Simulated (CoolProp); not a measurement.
Vapour-liquid equilibrium of R22 (1) + benzene (2) at 314 K; x and y are mole fractions of (1).

Model: multi-fluid Helmholtz-energy mixture model, Kamei 1995 and Thol 2012; pair parameters Bell 2016, in CoolProp.

| x | bubble pressure (MPa) | y at the bubble point | dew pressure at overall composition x (MPa) | liquid density (mol/L) |
|---|---|---|---|---|
| 0.05 | 0.1133 | 0.780 | 0.02658 | 11.11 |
| 0.15 | 0.2661 | 0.910 | 0.02970 | 11.39 |
| 0.25 | 0.4024 | 0.943 | 0.03365 | 11.69 |
| 0.35 | 0.5338 | 0.960 | 0.03881 | 11.98 |
| 0.45 | 0.6675 | 0.971 | 0.04583 | 12.27 |
| 0.55 | 0.8079 | 0.978 | 0.05593 | 12.55 |
| 0.65 | 0.9572 | 0.984 | 0.07173 | 12.80 |
| 0.75 | 1.116 | 0.989 | 0.09991 | 13.01 |
| 0.85 | 1.285 | 0.994 | 0.1643 | 13.14 |
| 0.95 | 1.466 | 0.998 | 0.4470 | 13.12 |

No azeotrope shows between x = 0.05 and 0.95.

Pair parameters are fitted to limited data, so mixtures are less certain than the pure fluids. The gap from Raoult's law changes sign with composition, which may be real or a fault of the pair parameters; it wasn't checked against measurements.
